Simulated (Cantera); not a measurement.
## Equilibrium for aluminium nitride and oxide growth: AlBr3 + N2

A closed system holds: 1 mol AlBr3, 47 mol N2, at 10.0 Torr.

Cantera equilibrium calculation (NASA polynomials, part measured and part estimated; ideal gas, pure solids and liquids). Candidate condensed phases: Al, AlBr3, AlN, Br2; 10 gas species. The numbers say what is thermodynamically allowed, not how fast it happens.

```csv
T (K),log p N2,log p AlBr3,log p Br,log p Al2Br6,log p AlBr,log p Br2,n AlN(s)
748,-1.88,-3.56,-9.69,-6.63,<-13,-11.45,0
798,-1.88,-3.56,-9.06,-7.11,<-13,-11.05,0
848,-1.88,-3.56,-8.50,-7.52,<-13,-10.69,0
898,-1.88,-3.56,-8.01,-7.89,-12.82,-10.37,0
948,-1.88,-3.56,-7.56,-8.21,-11.72,-10.08,0
998,-1.88,-3.56,-7.16,-8.50,-10.73,-9.82,0
1048,-1.88,-3.56,-6.80,-8.76,-9.83,-9.59,0.000191
1098,-1.88,-3.56,-6.47,-8.99,-9.02,-9.37,0.000406
1148,-1.88,-3.56,-6.17,-9.21,-8.28,-9.18,0.000804
```
log p: log10 of the partial pressure in bar; n: condensed amount in mol.

From 748 K to 998 K nothing is condensed. From 1048 K to 1148 K the condensed part is AlN(s). The main Al-bearing gas is AlBr3 throughout.
